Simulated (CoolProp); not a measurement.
Properties of toluene at several states.

Values from CoolProp's reference Helmholtz-energy equation of state, Lemmon 2006. It is a short technical equation, of lower accuracy than the large ones.

```csv
T (°C),p (kPa),phase,density (kg/m³),cp (kJ/(kg K)),cv (kJ/(kg K)),speed of sound (m/s),conductivity (mW/(m K))
127.35,127,gas,3.675,1.560,1.447,[?],19.3
-70.15,191,liquid,950.8,[?],1.043,1753,155
2.85,297,liquid,882.9,1.634,1.199,1400,137
156.95,1430,liquid,731.4,2.180,1.676,796.2,96.9
129.45,286,liquid,759.6,2.075,1.590,[?],103
29.55,5900,liquid,862.6,1.710,1.278,[?],131
```

Some entries are withheld; supply them.


- 127.35, speed of sound (m/s): 188.5
- -70.15, cp (kJ/(kg K)): 1.482
- 129.45, speed of sound (m/s): 889.3
- 29.55, speed of sound (m/s): 1314

Thermal conductivity comes from a separate model (Assael 2012).
